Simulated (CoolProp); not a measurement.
Aqueous potassium formate as a coolant, 14 % by mass, freezing at -7.3 °C, 1 atm.

Values from CoolProp's Melinder's fits for secondary coolants.

```json
[
 {"T (°C)": "-0.1", "viscosity (mPa s)": "2.08", "cp (kJ/(kg K))": "3.653", "Prandtl number": "14.0", "density (kg/m³)": "1089"},
 {"T (°C)": "8.3", "viscosity (mPa s)": "1.64", "cp (kJ/(kg K))": "3.657", "Prandtl number": "10.8", "density (kg/m³)": "1087"},
 {"T (°C)": "16.6", "viscosity (mPa s)": "1.34", "cp (kJ/(kg K))": "3.663", "Prandtl number": "8.66", "density (kg/m³)": "1085"},
 {"T (°C)": "24.9", "viscosity (mPa s)": "1.11", "cp (kJ/(kg K))": "3.670", "Prandtl number": "7.08", "density (kg/m³)": "1082"},
 {"T (°C)": "33.3", "viscosity (mPa s)": "0.938", "cp (kJ/(kg K))": "3.677", "Prandtl number": "5.87", "density (kg/m³)": "1080"}
]
```
